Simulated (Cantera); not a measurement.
A closed system holds: 1 mol SiCl4, 0.04 mol HCl, 39 mol H2, at 552 °C and 0.100 bar.

These are equilibrium values from Cantera (NASA tables, ideal gas, pure condensed phases), not measurements of a reactor. Candidate condensed phases: Si; 19 gas species. The tables' values for SiCl3 are old estimates; treat these amounts as uncertain. Kinetics and transport are ignored.

Base state: H2 0.969, SiCl4 0.0205, HCl 0.00558, SiHCl3 0.00440, SiH2Cl2 7.98e-5, SiCl3 1.60e-5 (mole fractions); condensed: gas only.

### Question
What changes in the equilibrium state with this change: temperature from 552 °C to 600 °C?

### Answer
```
species   before     after
-------  -------  --------
H2         0.969     0.968
SiCl4     0.0205    0.0191
HCl      0.00558   0.00702
SiCl3    1.60e-5   4.86e-5
SiH2Cl2  7.98e-5  0.000152
SiHCl3   0.00440   0.00565
```
